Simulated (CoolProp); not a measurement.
Vapour pressure (bar) of n-perfluorobutane: the reference equation beside estimates from Tc = 113.2 °C, pc = 23.22 bar, ω = 0.372. Clausius-Clapeyron is anchored at 29.35 °C with a constant enthalpy of vaporisation of 20.58 kJ/mol.

The numbers come from the reference Helmholtz-energy equation of state, Gao 2022 in CoolProp.

```csv
T (°C),reference,Lee-Kesler,Clausius-Clapeyron,van der Waals,Redlich-Kwong,Soave-Redlich-Kwong,Peng-Robinson
29.35,3.065,3.079,3.065,8.056,4.893,3.089,3.054
33.05,3.433,3.449,?,8.527,5.344,3.463,3.422
36.85,3.843,3.862,3.736,?,5.836,3.882,3.834
40.65,4.290,4.311,4.116,9.549,6.358,4.338,4.283
44.35,4.761,?,4.512,10.07,6.896,4.820,4.757
48.15,5.285,5.311,4.948,10.63,?,5.356,5.285
51.85,5.834,5.863,5.401,11.19,8.082,5.920,5.841
55.65,?,6.475,5.898,11.78,8.732,6.545,6.457
59.45,7.097,7.133,6.428,12.40,9.416,7.217,7.121
63.15,7.782,7.820,6.976,13.01,10.12,7.919,7.816
66.95,8.535,8.578,7.574,13.66,10.87,8.693,8.582
```

Problem. Some entries are withheld; supply them.

Solution. 
- 33.05, Clausius-Clapeyron: 3.384
- 36.85, van der Waals: 9.029
- 44.35, Lee-Kesler: 4.785
- 48.15, Redlich-Kwong: 7.481
- 55.65, reference: 6.443

Absolute difference from the reference over all 11 rows, mean and median: Lee-Kesler 0.5 and 0.5 %, Clausius-Clapeyron 6.1 and 6.4 %, van der Waals 105.3 and 101.1 %, Redlich-Kwong 42.4 and 41.6 %, Soave-Redlich-Kwong 1.3 and 1.3 %, Peng-Robinson 0.3 and 0.2 %.
